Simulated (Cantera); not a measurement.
What does this Cantera script print?

```python
import numpy as np
import cantera as ct

gas_names = """
    H HNO HNO2 HNO3 HO2 H2 H2O H2O2 N NH NH2 NH3 NH2OH NO NO2 NO3 N2 N2H2 N2H4 N2O O OH O2 O3 Si SiH
    SiH2 SiH3 SiH4 SiN SiO SiO2 Si2 Si2N Si3
""".split()
cond_names = """
    H2O(s) H2O(L) Si(cr) Si(L) SiO2(Lqz) SiO2(hqz) SiO2(L) Si2N2O(s) Si3N4(a)
""".split()


# ... load() reads the species with a 1 bar reference pressure and builds the phases ...
atoms = {
    'Si2H6': {'Si': 2, 'H': 6},
    'NO': {'N': 1, 'O': 1},
    'H2': {'H': 2},
}
top_T = {'Si2N2O(s)': 2100, 'Si3N4(a)': 2400}  # K; cautious upper limits of use, not melting points


# ... equilibrate(T, P, feed) seeds the gas with the atoms and calls Mixture.equilibrate('TP', solver="vcs", rtol=1e-11, max_steps=5000) ...
results = []
feed = {'Si2H6': 1, 'NO': 0.37, 'H2': 25}  # mol
T = 1900  # K
P = 39000  # Pa
mix = equilibrate(T, P, feed)
results.append((T, P, feed, dict(zip(mix.species_names, mix.species_moles))))
print(gas.report(threshold=1e-05))
for i in range(1, mix.n_phases):
    print(f"{mix.phase(i).name:16s} {mix.phase_moles(i):12.5e} mol")
```

Output:

```
       temperature   1900 K
          pressure   39000 Pa
           density   0.0067414 kg/m^3
  mean mol. weight   2.7307 kg/kmol
   phase of matter   gas

                          1 kg             1 kmol
                     ---------------   ---------------
          enthalpy        1.7827e+07        4.8681e+07  J
   internal energy        1.2042e+07        3.2883e+07  J
           entropy             72163        1.9705e+05  J/K
    Gibbs function       -1.1928e+08       -3.2572e+08  J
 heat capacity c_p             12413             33895  J/K
 heat capacity c_v            9367.7             25580  J/K

                      mass frac. Y      mole frac. X     chem. pot. / RT
                     ---------------   ---------------   ---------------
                 H        0.00046417         0.0012574            -10.14
                H2           0.72293           0.97921           -20.281
                N2           0.06641         0.0064734           -32.751
                Si        0.00033253        3.2332e-05           -5.5898
               SiH        0.00018477        1.7343e-05            -15.73
              SiH2        0.00062942        5.7099e-05           -25.871
               SiO           0.20897          0.012944            -41.12
     [  +28 minor]        7.6317e-05        7.4185e-06

Si(L)             1.62698e+00 mol
SiO2(L)           0.00000e+00 mol
Si2N2O(s)         0.00000e+00 mol
Si3N4(a)          0.00000e+00 mol
```

Method: chemical equilibrium by Gibbs-energy minimisation in Cantera with the NASA 1993 tables (ideal gas, pure condensed phases). The feed counts by its element totals alone. Gases not in the tables: Si2H6 and higher silanes.
